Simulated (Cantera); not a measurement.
Input (Python, Cantera) and output of one run.

```python
import numpy as np
import cantera as ct

gas_names = [...]  # 114 gases of nasa_gas.yaml made of C, Fe, H, O
cond_names = """
    C(gr) C6H6(L) C7H8(L) C8H18(L),n-octa Fe(a) Fe(c) Fe(d) Fe(L) FeC5O5(L) FeO(s) FeO(L) Fe(OH)2(s)
    Fe(OH)3(s) Fe2O3(s) Fe3O4(s) H2O(s) H2O(L)
""".split()


# ... load() reads the species with a 1 bar reference pressure and builds the phases ...
atoms = {
    'Fe2O3': {'Fe': 2, 'O': 3},
    'C': {'C': 1},
    'H2': {'H': 2},
}
top_T = {'C(gr)': 4500, 'Fe2O3(s)': 1830, 'Fe3O4(s)': 1870}  # K; cautious upper limits of use, not melting points


# ... equilibrate(T, P, feed) seeds the gas with the atoms and calls Mixture.equilibrate('TP', solver="gibbs", rtol=1e-10, max_steps=50000) ...
results = []
feed = {'Fe2O3': 1, 'C': 1.1, 'H2': 1.7}  # mol
P = 5600  # Pa
for T in [1225, 1300, 1375, 1450, 1525, 1600, 1675, 1750, 1825]:
    mix = equilibrate(T, P, feed)
    results.append((T, P, feed, dict(zip(mix.species_names, mix.species_moles))))

top = {s: max(r[3][s] / sum(r[3][g] for g in gas_names) for r in results) for s in gas_names}
cols = sorted((s for s in top if top[s] > 0.0001), key=lambda s: -top[s])[:6]
seen = [c for c in cond_names if any(r[3].get(c, 0) > 1e-12 for r in results)]
print("log10 of partial pressures in bar; condensed amounts in mol")
print(f"{'T/K':>10s}" + "".join(f"{s[:9]:>10s}" for s in cols + seen))
for T, P, feed, n in results:
    ng = sum(n[g] for g in gas_names)
    print(f"{T:10.4g}" + "".join(f"{np.log10(max(n[s] / ng * P / 1e5, 1e-99)):10.3f}" for s in cols)
          + "".join(f"{n.get(c, 0):10.4g}" for c in seen))
```

It prints:

```
log10 of partial pressures in bar; condensed amounts in mol
       T/K        H2        CO       H2O       CO2         H        Fe     Fe(c)     Fe(d)     Fe(L)    FeO(s)    FeO(L)
      1225    -1.579    -1.736    -2.117    -2.440    -7.296    -9.948    0.6636         0         0     1.336         0
      1300    -1.592    -1.732    -2.076    -2.462    -6.752    -8.962    0.6921         0         0     1.308         0
      1375    -1.603    -1.728    -2.043    -2.483    -6.267    -8.086    0.7178         0         0     1.282         0
      1450    -1.614    -1.725    -2.015    -2.502    -5.831    -7.302    0.7408         0         0     1.259         0
      1525    -1.624    -1.722    -1.991    -2.520    -5.438    -6.597    0.7613         0         0     1.239         0
      1600    -1.632    -1.719    -1.972    -2.536    -5.081    -5.960    0.7793         0         0     1.221         0
      1675    -1.637    -1.716    -1.962    -2.562    -4.754    -5.382         0    0.7823         0         0     1.217
      1750    -1.634    -1.710    -1.969    -2.604    -4.450    -4.856         0     0.761         0         0     1.238
      1825    -1.633    -1.706    -1.974    -2.640    -4.172    -4.378         0         0    0.7442         0     1.254
```

Equilibrium computed with Cantera from the NASA thermochemical tables; the gas is ideal and each condensed phase is pure. Each liquid is taken as pure. Mutual solubility and eutectic melting of coexisting phases are not modelled. The tables' stoichiometric FeO is somewhat more stable than real wüstite, so its field is too wide. FeO: taken at fixed stoichiometry.
